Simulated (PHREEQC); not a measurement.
## Leach liquor (model solution)

Solution (70 °C): 0.083 mol/kgw HCl, 0.041 mol/kgw ZnSO4 and 0.0069 mol/kgw NiSO4. Closed to the air; pH follows from the charge balance.

Model: ion-association model, wateq4f.dat, run in PHREEQC.

Precipitation was switched off in this run.

Predict the pH, ionic strength.

pH 1.41; ionic strength 0.161 mol/kgw.

In which forms is S present?

HSO4- 71 %, SO4-2 15 %, ZnSO4 11 %, NiSO4 1.9 %, Zn(SO4)2-2 1.0 % of the S.

At this temperature some constants are extrapolated from 25 °C, and those without enthalpy data are left unchanged.
